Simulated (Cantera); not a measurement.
Charge: 1 mol V, 0.24 mol H2O, equilibrated at 510 Pa.

Cantera equilibrium calculation (NASA polynomials, part measured and part estimated; ideal gas, pure solids and liquids). Candidate condensed phases: H2O, V, VO, V2O3, V2O4, V2O5; 12 gas species. Each liquid is taken as pure. Mutual solubility and eutectic melting of coexisting phases are not modelled. VO: taken at fixed stoichiometry. Condensed phases not in the tables: N, O or C dissolved in the metal. Rates play no part.

log p: log10 of the partial pressure in bar; n: condensed amount in mol.

| T (°C) | log p H2 | log p V | log p H | log p VO | log p VO2 | n V(s) | n VO(l) | n V(l) |
|---|---|---|---|---|---|---|---|---|
| 1877 | -2.32 | -4.72 | -3.54 | -4.83 | -5.90 | 0.759 | 0.239 | ___ |
| 1927 | -2.33 | -4.45 | -3.42 | -4.58 | -5.65 | 0 | 0.238 | 0.759 |
| 1977 | -2.35 | -4.20 | -3.30 | -4.34 | -5.40 | 0 | 0.237 | 0.757 |
| 2027 | -2.37 | -3.96 | -3.20 | -4.12 | -5.17 | 0 | 0.235 | 0.755 |
| 2077 | -2.40 | -3.73 | -3.10 | -3.90 | -4.94 | 0 | 0.232 | 0.751 |
| 2127 | -2.44 | -3.51 | -3.02 | -3.69 | -4.72 | 0 | 0.226 | 0.743 |
| 2177 | -2.51 | -3.30 | -2.95 | -3.49 | -4.51 | 0 | 0.215 | 0.730 |
| 2227 | -2.60 | -3.10 | -2.90 | -3.30 | -4.31 | 0 | 0.194 | 0.703 |
| 2277 | -2.76 | -2.91 | -2.89 | -3.12 | -4.12 | 0 | 0.147 | ___ |
| 2327 | -3.08 | -2.72 | -2.95 | -2.94 | -3.94 | 0 | 0.00287 | ___ |

Problem. What belongs in the gaps?

Solution. 
- 1877, n V(l): 0
- 2277, n V(l): 0.643
- 2327, n V(l): 0.454
